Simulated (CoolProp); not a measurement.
Vapour pressure (bar) of CHF3 (R23): the reference equation beside estimates from Tc = 26.1 °C, pc = 48.32 bar, ω = 0.263. Clausius-Clapeyron is anchored at -41.05 °C with a constant enthalpy of vaporisation of 14.02 kJ/mol.

Computed with CoolProp (reference Helmholtz-energy equation of state, Penoncello 2003).

```csv
T (°C),reference,Clausius-Clapeyron,van der Waals,Soave-Redlich-Kwong,Peng-Robinson
-109.85,0.1466,0.3184,2.371,0.1401,0.1469
-96.05,0.4176,0.7118,3.872,0.4059,0.4164
-82.35,0.9939,1.410,5.905,0.9792,0.9894
-68.55,2.082,2.559,8.574,2.074,2.073
-54.85,3.911,4.292,11.91,3.929,3.900
-41.05,6.794,6.794,16.02,6.871,6.791
-27.35,11.01,10.19,20.89,11.19,11.04
-13.55,16.99,14.67,26.65,17.30,17.08
0.15,25.05,20.31,33.25,25.50,25.24
13.95,35.84,27.32,40.83,36.30,36.10
```

Absolute difference from the reference over all 10 rows, mean and median: Clausius-Clapeyron 32.6 and 20.9 %, van der Waals 368.4 and 170.2 %, Soave-Redlich-Kwong 1.7 and 1.6 %, Peng-Robinson 0.4 and 0.4 %.
